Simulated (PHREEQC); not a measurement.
Solution (25 °C): 28 mmol/kgw NaHCO3, 1.4 mmol/kgw Na2SO4 and 4.2 mmol/kgw KCl. Closed to the air; pH follows from the charge balance.

All values are PHREEQC results (Pitzer model, pitzer.dat), not measurements.

Q: The ionic strength comes out as 0.0368 mol/kgw. What activity coefficients do OH-, SO4-2, K+, HCO3-, CO3-2 get?

A: OH- 0.83, SO4-2 0.43, K+ 0.79, HCO3- 0.93, CO3-2 0.44. Single-ion values are on the MacInnes scale.

This is a speciation only: nothing precipitates in the calculation.
